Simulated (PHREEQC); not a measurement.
0.1 mol of Jarosite-K (KFe3(SO4)2(OH)6) is brought to equilibrium with 1 kg of water holding 0.01 mol/kgw NaCl, at 25 °C, the pH being set by adding NaOH or HCl. Oxygen is held at 0.21 atm. The system is closed to CO2. Names ending in (a), (am) or -a are amorphous solids. The run lets Jarosite-K, Fe(OH)3(a), Jarosite-Na, Mirabilite precipitate or redissolve, and no other solid.

Base run: PHREEQC, ion-association model, wateq4f.dat. Each further column changes one thing. The table gives dissolved Fe (mol/kgw).

```json
[
 {"pH": "3", "base": "0.000203", "all activity coefficients set to 1": "[?]", "Davies equation for every ion": "0.000206"},
 {"pH": "3.83", "base": "4.48e-5", "all activity coefficients set to 1": "3.62e-5", "Davies equation for every ion": "4.52e-5"},
 {"pH": "4.67", "base": "4.36e-6", "all activity coefficients set to 1": "3.82e-6", "Davies equation for every ion": "4.38e-6"},
 {"pH": "6.33", "base": "1.28e-7", "all activity coefficients set to 1": "9.96e-8", "Davies equation for every ion": "1.26e-7"},
 {"pH": "7.17", "base": "3.59e-8", "all activity coefficients set to 1": "[?]", "Davies equation for every ion": "3.51e-8"},
 {"pH": "8", "base": "2.43e-8", "all activity coefficients set to 1": "2.50e-8", "Davies equation for every ion": "2.42e-8"},
 {"pH": "8.83", "base": "3.84e-8", "all activity coefficients set to 1": "3.48e-8", "Davies equation for every ion": "3.75e-8"},
 {"pH": "9.67", "base": "1.50e-7", "all activity coefficients set to 1": "1.12e-7", "Davies equation for every ion": "1.43e-7"},
 {"pH": "11.33", "base": "6.00e-6", "all activity coefficients set to 1": "4.16e-6", "Davies equation for every ion": "5.67e-6"},
 {"pH": "12.17", "base": "4.15e-5", "all activity coefficients set to 1": "2.87e-5", "Davies equation for every ion": "3.91e-5"},
 {"pH": "13", "base": "0.000284", "all activity coefficients set to 1": "[?]", "Davies equation for every ion": "0.000261"}
]
```

Question: Complete the blanks.

Answer: 
- 3, all activity coefficients set to 1: 0.000144
- 7.17, all activity coefficients set to 1: 3.31e-8
- 13, all activity coefficients set to 1: 0.000193
